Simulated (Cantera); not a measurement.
An isothermal, constant-pressure homogeneous reactor starts with 98.4 % N₂O, 1.57 % N₂, at 1298 K and 2670 Pa.

Cantera simulation using GRI-Mech 3.0 (53 species, 325 reactions); the numbers are that mechanism's predictions, not measurements. GRI-Mech 3.0 was tuned for natural gas; its chemistry of N2O as a main component is partial and can be far from experiment. Radical loss at walls, strong at low pressure, is not modelled. The mechanism lacks the step 2 NO + O2 → 2 NO2, which can matter for NO2 below about 1400 K. The temperature is held fixed by assumption; the heat of reaction is taken as removed at once.

**Question.** Predict: x(N₂O) at 70.0 s; x(O) at 70.0 s; x(O₂) at 70.0 s; x(NO) at 70.0 s; x(NO₂) at 70.0 s; x(N₂) at 70.0 s.

**Answer.** 
```
Property                                            Value
----------------  ---------------------------------------
x(N₂O) at 70.0 s  0.00265 (gas-phase equilibrium 4.53e-9)
x(O) at 70.0 s    2.02e-6 (gas-phase equilibrium 6.04e-7)
x(O₂) at 70.0 s       0.281 (gas-phase equilibrium 0.330)
x(NO) at 70.0 s   0.0949 (gas-phase equilibrium 0.000454)
x(NO₂) at 70.0 s  7.44e-5 (gas-phase equilibrium 1.01e-6)
x(N₂) at 70.0 s       0.621 (gas-phase equilibrium 0.670)
```
